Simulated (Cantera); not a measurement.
A closed system holds: 1 mol C2H5OH, 1.6 mol H2O, 0.85 mol H2, at 19.0 Pa.

Method: chemical equilibrium by Gibbs-energy minimisation in Cantera with the NASA 1993 tables (ideal gas, pure condensed phases). Candidate condensed phases: C, C6H6, C7H8, C8H18, H2O; 110 gas species. The numbers say what is thermodynamically allowed, not how fast it happens. All values below are at 2875 K.

Base state: H 0.795, CO 0.150, O 0.0438, H2 0.0107, OH 0.000948, CO2 8.35e-5, O2 6.94e-5, H2O 4.26e-5 (mole fractions); condensed: gas only.

**Question.** What changes in the equilibrium state with this change: 1.8 mol CO2 added?

**Answer.** 
```json
[
 {"species": "H", "before": "0.795", "after": "0.628"},
 {"species": "CO", "before": "0.150", "after": "0.224"},
 {"species": "O", "before": "0.0438", "after": "0.138"},
 {"species": "H2", "before": "0.0107", "after": "0.00669"},
 {"species": "O2", "before": "6.94e-5", "after": "0.000686"},
 {"species": "CO2", "before": "8.35e-5", "after": "0.000393"},
 {"species": "OH", "before": "0.000948", "after": "0.00236"},
 {"species": "H2O", "before": "4.26e-5", "after": "8.37e-5"}
]
```
